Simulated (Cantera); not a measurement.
## Ignition delay

Mixture: C₃H₈ : O₂ : N₂ = 1 : 3.57 : 23.9 (molar parts), equivalence ratio 1.4, at 22.7 atm, adiabatic and at constant volume. Ignition delay is the time to a rise of 400 K.

Computed with Cantera and GRI-Mech 3.0 (53 species, 325 reactions). GRI-Mech 3.0 was tuned for natural gas; its chemistry of propane as a main component is partial and can be far from experiment. The pressure lies above the range GRI-Mech 3.0 was tuned for (to about 10 atm).

```json
[
 {"T0 (K)": "1298", "delay (ms)": "0.255"},
 {"T0 (K)": "1398", "delay (ms)": "0.0584"},
 {"T0 (K)": "1498", "delay (ms)": "0.0170"},
 {"T0 (K)": "1598", "delay (ms)": "0.00630"},
 {"T0 (K)": "1698", "delay (ms)": "0.00286"},
 {"T0 (K)": "1798", "delay (ms)": "0.00153"}
]
```

| Quantity | Result |
|---|---|
| apparent activation energy between 1598 and 1798 K | 170 kJ/mol |
